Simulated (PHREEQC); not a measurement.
A PHREEQC input (ion-association model, phreeqc.dat):

```
SOLUTION 1
  temp 25
  units mg/L
  pH 6.24
  pe -1.7
  Na 20.4
  K 71.8
  Ca 319
  Mg 76.5
  Cl 175
  S(6) 785 as SO4
  Alkalinity 183 as HCO3
  Mn(2) 6.19
  B 0.599
END
USE solution 1
EQUILIBRIUM_PHASES 1
  Gypsu 0 0
  CO2(g) -3.4 10
END
```

It stops with these messages:

```
ERROR: Phase not found in database, Gypsu.
ERROR: Calculations terminating due to input errors.
```

The fault: the phase Gypsum misspelt. The line should read `Gypsum` where the input has `Gypsu`. With the mend the run ends at pH 8.51 and ionic strength 0.0333 mol/kgw.
